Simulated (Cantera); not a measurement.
Input: 1 mol c-C₄F₈, 0.042 mol Si, equilibrated at 1000 Pa.

These are equilibrium values from Cantera (NASA tables, ideal gas, pure condensed phases), not measurements of a reactor. Candidate condensed phases: C, Si, SiC; 23 gas species. The feed counts by its element totals alone. Gases not in the tables: C₂F₆ and larger saturated fluorocarbons. Equilibrium is a limit: real reactors are often held back by kinetics, nucleation or transport.

Q: At 1923 K, list the 4 most abundant gas species with their mole fractions, and the condensed phases.

A: CF₄ 0.904, CF₂ 0.0546, SiF₄ 0.0201, F 0.0162. Condensed: C(graphite).
